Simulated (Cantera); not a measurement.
Cantera run, input and output.

```python
import numpy as np
import cantera as ct

gas = ct.Solution("gri30.yaml")
gas.TPX = 1748, 100000, {'H2': 1, 'O2': 0.806, 'N2': 7.18}
reactor = ct.IdealGasConstPressureReactor(gas, energy="on", clone=False)
net = ct.ReactorNet([reactor])
net.rtol, net.atol = 1e-08, 1e-16
show = ['H2', 'O2', 'N2O', 'HO2', 'H2O']
times = np.geomspace(3e-06, 1, 16)

steps = ct.SolutionArray(gas, extra=["t"])
rows = []
print(f"{'t/s':>10s}{'T/K':>9s}{'P/Pa':>11s}" + "".join(f"{s:>11s}" for s in show))
for t in times:
    while net.time < t:
        t_next = net.step()
        steps.append(gas.state, t=t_next)
    rows.append([np.interp(t, steps.t, y) for y in (steps.T, steps.P, *steps(*show).X.T)])
    print(f"{t:10.3e}{rows[-1][0]:9.1f}{rows[-1][1]:11.4g}" + "".join(f"{x:11.3e}" for x in rows[-1][2:]))
rate = np.gradient(steps.T, steps.t)
print("integrator steps:", len(steps.t))
if steps.T.max() > steps.T[0] + 200:
    print(f"time of steepest temperature rise: {steps.t[rate.argmax()]:.4e} s")
gas.TPX = 1748, 100000, {'H2': 1, 'O2': 0.806, 'N2': 7.18}
gas.equilibrate("HP")
print(f"equilibrium (HP): T = {gas.T:.1f} K  " + "  ".join(f"{s} {gas[s].X[0]:.3e}" for s in show))
```

Output:

```
       t/s      T/K       P/Pa         H2         O2        N2O        HO2        H2O
 3.000e-06   1748.0      1e+05  1.113e-01  8.969e-02  2.130e-11  2.407e-06  9.749e-06
 7.003e-06   1748.2      1e+05  1.104e-01  8.927e-02  3.481e-10  8.082e-06  6.050e-04
 1.635e-05   1807.6      1e+05  1.767e-02  3.988e-02  9.013e-08  1.042e-05  6.795e-02
 3.817e-05   1943.5      1e+05  1.587e-02  3.765e-02  1.190e-07  8.155e-06  7.551e-02
 8.910e-05   2112.0      1e+05  1.339e-02  3.601e-02  1.431e-07  5.828e-06  8.498e-02
 2.080e-04   2277.0      1e+05  9.202e-03  3.472e-02  2.000e-07  3.889e-06  9.593e-02
 4.856e-04   2396.6      1e+05  4.862e-03  3.417e-02  3.263e-07  3.130e-06  1.054e-01
 1.134e-03   2442.7      1e+05  2.884e-03  3.413e-02  4.212e-07  3.290e-06  1.096e-01
 2.646e-03   2445.2      1e+05  2.728e-03  3.390e-02  4.283e-07  3.299e-06  1.099e-01
 6.178e-03   2443.3      1e+05  2.723e-03  3.337e-02  4.295e-07  3.245e-06  1.100e-01
 1.442e-02   2439.8      1e+05  2.716e-03  3.242e-02  4.359e-07  3.146e-06  1.101e-01
 3.367e-02   2435.5      1e+05  2.707e-03  3.127e-02  4.503e-07  3.028e-06  1.102e-01
 7.860e-02   2433.3      1e+05  2.704e-03  3.069e-02  4.599e-07  2.969e-06  1.103e-01
 1.835e-01   2433.1      1e+05  2.703e-03  3.064e-02  4.608e-07  2.963e-06  1.103e-01
 4.284e-01   2433.1      1e+05  2.703e-03  3.064e-02  4.608e-07  2.963e-06  1.103e-01
 1.000e+00   2433.1      1e+05  2.703e-03  3.064e-02  4.608e-07  2.963e-06  1.103e-01
integrator steps: 1290
time of steepest temperature rise: 1.2689e-05 s
equilibrium (HP): T = 2433.1 K  H2 2.703e-03  O2 3.064e-02  N2O 4.608e-07  HO2 2.963e-06  H2O 1.103e-01
```

Cantera simulation using GRI-Mech 3.0 (53 species, 325 reactions); the numbers are that mechanism's predictions, not measurements.
